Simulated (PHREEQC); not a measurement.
A PHREEQC speciation (ion-association model, phreeqc.dat) at 20 °C gives pH 1.16 and these molalities:

| species | mol/kgw |
|---|---|
| H+ | 0.0867 |
| HSO4- | 0.0806 |
| AlSO4+ | 0.0500 |
| SO4-2 | 0.0358 |
| Al(SO4)2- | 0.0154 |
| Al+3 | 0.00985 |
| AlHSO4+2 | 0.000694 |

Task: What are the element totals, and what could have been dissolved in 1 kg of water to give them?

Result: Several could match; the one computed here: totals Al 0.0760, S(6) 0.198 mol/kgw, from 0.084 mol H2SO4 and 0.038 mol Al2(SO4)3 per kg of water.

Precipitation was switched off in this run.
